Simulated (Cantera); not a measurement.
**Diamond growth**

A diamond (100) surface in a fixed gas of H2 with x(CH4) = 0.029, x(H) = 0.031, at 1173 K, 9.00 Torr; coverages are run to steady state.

Cantera simulation using the Harris–Goodwin 1993 mechanism for the reconstructed diamond (100) surface; the numbers are that mechanism's predictions, not measurements.

```csv
x(CH3),growth (µm/h),θ c6HH,θ c6H*,θ c6*H,θ c6**,θ c6HM
1e-06,0.00626,0.456,0.0357,0.481,0.0273,4.44e-6
2.6e-06,0.0163,0.456,0.0357,0.481,0.0273,1.16e-5
6.9e-06,0.0432,0.456,0.0357,0.481,0.0273,3.07e-5
1.8e-05,0.113,0.456,0.0357,0.481,0.0273,8.00e-5
4.8e-05,0.300,0.456,0.0357,0.481,0.0273,0.000213
0.00013,0.812,0.456,0.0356,0.480,0.0273,0.000577
0.00033,2.06,0.455,0.0356,0.480,0.0272,0.00146
0.00088,5.45,0.454,0.0354,0.478,0.0269,0.00387
0.0023,14.0,0.449,0.0350,0.472,0.0264,0.00997
```
θ: site fractions in the mechanism's names (c6HH fully hydrogenated, c6H* and c6*H radical sites, c6** diradical, c6HM methylated).
